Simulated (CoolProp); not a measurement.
Vapour-liquid equilibrium of 1-butene (1) + n-butane (2) at 269.4 K; x and y are mole fractions of (1).

Model: multi-fluid Helmholtz-energy mixture model, Lemmon 2005 and Bücker 2006; pair parameters Bell 2016, in CoolProp.

| x | bubble pressure (MPa) | y at the bubble point | dew pressure at overall composition x (MPa) | liquid density (mol/L) |
|---|---|---|---|---|
| 0.05 | 0.09057 | 0.062 | 0.09033 | 10.44 |
| 0.2 | 0.09430 | 0.241 | ___ | ___ |
| 0.35 | ___ | 0.405 | 0.09677 | 10.63 |
| 0.5 | ___ | 0.557 | 0.1003 | 10.74 |
| 0.65 | ___ | 0.696 | 0.1040 | 10.84 |
| 0.8 | 0.1082 | 0.828 | 0.1076 | 10.95 |
| 0.95 | 0.1110 | 0.957 | 0.1109 | 11.06 |

### Question
Fill in the missing entries.

### Answer

- 0.2, dew pressure at overall composition x (MPa): 0.09342
- 0.2, liquid density (mol/L): 10.54
- 0.35, bubble pressure (MPa): 0.09806
- 0.5, bubble pressure (MPa): 0.1017
- 0.65, bubble pressure (MPa): 0.1051

No azeotrope shows between x = 0.05 and 0.95.

Pair parameters are fitted to limited data, so mixtures are less certain than the pure fluids.
